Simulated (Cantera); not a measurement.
An isothermal, constant-pressure homogeneous reactor starts with C2H6 : N2 = 1 : 2 (molar parts), at 1523 K and 1.00 atm. Integrator tolerance rtol = 1e-08.

Cantera simulation using GRI-Mech 3.0 (53 species, 325 reactions); the numbers are that mechanism's predictions, not measurements. GRI-Mech 3.0 stops at C3 and has no aromatics, soot or wall deposition, so with more carbon than oxygen in the feed, carbon stays in small species such as C2H2 where larger ones or solid carbon would form.

Q: What does this change do: N2 2 to 18 parts?

A: 
```json
[
 {"quantity": "x(C2H6) at 2.00 s", "before": "3.25e-5 (gas-phase equilibrium 2.43e-5)", "after": "1.50e-6 (gas-phase equilibrium 2.33e-7)"},
 {"quantity": "x(C2H2) at 2.00 s", "before": "0.173 (gas-phase equilibrium 0.124)", "after": "0.0435 (gas-phase equilibrium 0.0166)"},
 {"quantity": "x(H) at 2.00 s", "before": "1.33e-5 (gas-phase equilibrium 1.35e-5)", "after": "6.27e-6 (gas-phase equilibrium 6.99e-6)"},
 {"quantity": "x(CH4) at 2.00 s", "before": "0.0545 (gas-phase equilibrium 0.0474)", "after": "0.00726 (gas-phase equilibrium 0.00240)"},
 {"quantity": "x(HCN) at 2.00 s", "before": "2.00e-8 (gas-phase equilibrium 0.108)", "after": "1.75e-7 (gas-phase equilibrium 0.0592)"}
]
```
